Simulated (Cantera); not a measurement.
Input (Python, Cantera):

```python
import numpy as np
import cantera as ct

gas = ct.Solution("gri30.yaml")
gas.TPX = 1150, 1000, {'H2': 0.38, 'O2': 1}
reactor = ct.IdealGasConstPressureReactor(gas, energy="off", clone=False)
net = ct.ReactorNet([reactor])
net.rtol, net.atol = 1e-08, 1e-18
show = ['H2', 'O2', 'OH', 'H', 'O', 'HO2', 'H2O2']
times = np.geomspace(0.0003, 200, 13)

steps = ct.SolutionArray(gas, extra=["t"])
rows = []
print(f"{'t/s':>10s}{'T/K':>9s}{'P/Pa':>11s}" + "".join(f"{s:>11s}" for s in show))
for t in times:
    while net.time < t:
        t_next = net.step()
        steps.append(gas.state, t=t_next)
    rows.append([np.interp(t, steps.t, y) for y in (steps.T, steps.P, *steps(*show).X.T)])
    print(f"{t:10.3e}{rows[-1][0]:9.1f}{rows[-1][1]:11.4g}" + "".join(f"{x:11.3e}" for x in rows[-1][2:]))
rate = np.gradient(steps.T, steps.t)
print("integrator steps:", len(steps.t))
if steps.T.max() > steps.T[0] + 200:
    print(f"time of steepest temperature rise: {steps.t[rate.argmax()]:.4e} s")
gas.TPX = 1150, 1000, {'H2': 0.38, 'O2': 1}
gas.equilibrate("TP")
print(f"equilibrium (TP): T = {gas.T:.1f} K  " + "  ".join(f"{s} {gas[s].X[0]:.3e}" for s in show))
```

It prints:

```
       t/s      T/K       P/Pa         H2         O2         OH          H          O        HO2       H2O2
 3.000e-04   1150.0       1000  2.754e-01  7.246e-01  1.256e-08  5.352e-08  2.329e-08  1.549e-08  2.449e-11
 9.172e-04   1150.0       1000  2.753e-01  7.246e-01  4.964e-06  2.068e-05  9.315e-06  1.168e-07  3.035e-10
 2.804e-03   1150.0       1000  1.728e-02  5.899e-01  1.040e-02  1.094e-01  7.222e-02  7.875e-06  2.595e-07
 8.572e-03   1150.0       1000  1.184e-02  6.176e-01  8.953e-03  6.485e-02  5.269e-02  9.058e-06  3.221e-07
 2.621e-02   1150.0       1000  4.124e-03  6.626e-01  5.384e-03  1.110e-02  1.611e-02  9.580e-06  4.906e-07
 8.012e-02   1150.0       1000  3.884e-04  6.787e-01  1.629e-03  2.982e-04  1.467e-03  4.508e-06  3.492e-07
 2.449e-01   1150.0       1000  3.427e-05  6.804e-01  4.898e-04  8.032e-06  1.319e-04  8.467e-07  1.205e-07
 7.489e-01   1150.0       1000  5.111e-06  6.806e-01  1.923e-04  4.841e-07  2.028e-05  1.617e-07  3.955e-08
 2.289e+00   1150.0       1000  1.089e-06  6.806e-01  8.976e-05  4.916e-08  4.418e-06  3.956e-08  1.344e-08
 6.999e+00   1150.0       1000  2.817e-07  6.807e-01  4.593e-05  6.588e-09  1.158e-06  1.294e-08  4.594e-09
 2.140e+01   1150.0       1000  8.203e-08  6.807e-01  2.487e-05  1.047e-09  3.396e-07  7.617e-09  1.587e-09
 6.542e+01   1150.0       1000  2.849e-08  6.807e-01  1.466e-05  2.155e-10  1.181e-07  8.547e-09  6.229e-10
 2.000e+02   1150.0       1000  1.725e-08  6.807e-01  1.138e-05  1.016e-10  7.116e-08  1.013e-08  4.057e-10
integrator steps: 2217
equilibrium (TP): T = 1150.0 K  H2 1.674e-08  O2 6.807e-01  OH 1.121e-05  H 9.717e-11  O 6.902e-08  HO2 1.025e-08  H2O2 3.957e-10
```

Computed with Cantera and GRI-Mech 3.0 (53 species, 325 reactions). Radical loss at walls, strong at low pressure, is not modelled. The temperature is held fixed by assumption; the heat of reaction is taken as removed at once.
